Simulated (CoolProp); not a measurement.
Vapour-liquid equilibrium of R13 (1) + R11 (2) at -11.15 °C; x and y are mole fractions of (1).

Model: multi-fluid Helmholtz-energy mixture model, Platzer 1990 and Jacobsen 1992; pair parameters Bell 2016, in CoolProp. This equation is an older, rougher fit; its heat capacities, sound speeds and derivatives of the liquid may be far off and weren't checked against measurements.

```csv
x,"bubble pressure, mixture model (MPa)","bubble pressure, Raoult's law (MPa)","y, mixture model","y, Raoult's law"
0.05,0.1339,0.09653,0.819,0.761
0.125,0.2844,0.2048,0.916,0.896
0.2,0.4191,0.3131,0.944,0.938
0.275,0.5393,0.4215,0.957,0.958
0.35,0.6468,0.5298,0.966,0.970
0.425,0.7437,0.6381,0.971,0.978
0.5,0.8324,0.7464,0.975,0.984
0.575,0.9158,0.8547,0.979,0.988
0.65,0.9967,0.9630,0.982,0.991
0.725,1.079,1.071,0.985,0.994
0.8,1.166,1.180,0.988,0.996
0.875,1.263,1.288,0.992,0.998
0.95,1.377,1.396,0.996,0.999
```

The largest gap from Raoult's law is +38.9 % in bubble pressure, at x = 0.125. No azeotrope shows between x = 0.05 and 0.95.

Pair parameters are fitted to limited data, so mixtures are less certain than the pure fluids. The gap from Raoult's law changes sign with composition, which may be real or a fault of the pair parameters; it wasn't checked against measurements.
